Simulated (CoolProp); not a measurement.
Saturation properties of C3F8 (R218) (Tc = 345.0 K, pc = 2.640 MPa, ω = 0.317).

Values from CoolProp's reference Helmholtz-energy equation of state, Lemmon 2006. It is a short technical equation, of lower accuracy than the large ones.

| T (K) | p (MPa) | liquid density (kg/m³) | enthalpy of vaporisation (kJ/kg) | liquid conductivity (mW/(m K)) |
|---|---|---|---|---|
| 239.9 | 0.1186 | 1598 | 103.8 | 61.1 |
| 250.2 | 0.1820 | 1556 | 99.86 | 58.3 |
| 260.5 | 0.2688 | 1512 | 95.58 | 55.4 |
| 270.7 | 0.3825 | 1466 | 90.98 | 52.6 |
| 281 | 0.5307 | 1416 | 85.88 | 49.8 |
| 291.3 | 0.7181 | 1362 | 80.20 | 47.1 |
| 301.6 | 0.9509 | 1303 | 73.74 | 44.4 |
| 311.9 | 1.236 | 1234 | 66.20 | 41.8 |

It boils at 236.4 K under 1 atm.

Thermal conductivity comes from a separate model (Huber 2003), an estimate that may be off by 10 % or more.
